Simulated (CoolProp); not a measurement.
Vapour-liquid equilibrium of R227EA (1) + isobutane (2) at 0.423 MPa; x and y are mole fractions of (1).

The numbers come from the multi-fluid Helmholtz-energy mixture model, Lemmon 2016 and Bücker 2006; pair parameters Bell 2016 in CoolProp.

```tsv
x	bubble temperature, mixture model (°C)	bubble temperature, Raoult's law (°C)	y, mixture model	y, Raoult's law
0.05	26.2	31.0	0.167	0.064
0.125	21.3	30.2	0.313	0.157
0.2	18.6	29.5	0.396	0.246
0.275	17.1	28.7	0.448	0.331
0.35	16.2	28.0	0.486	0.412
0.425	15.7	27.3	0.516	0.490
0.5	15.4	26.7	0.544	0.565
0.575	15.3	26.0	0.573	0.637
0.65	15.4	25.4	0.607	0.707
0.725	15.8	24.8	0.650	0.774
0.8	16.7	24.2	0.706	0.838
0.875	18.1	23.6	0.784	0.901
0.95	20.4	23.0	0.897	0.961
```

The largest gap from Raoult's law is -11.8 K in bubble temperature, at x = 0.35. y crosses x between x = 0.5 and 0.575: the model has an azeotrope there.

Pair parameters are fitted to limited data, so mixtures are less certain than the pure fluids.
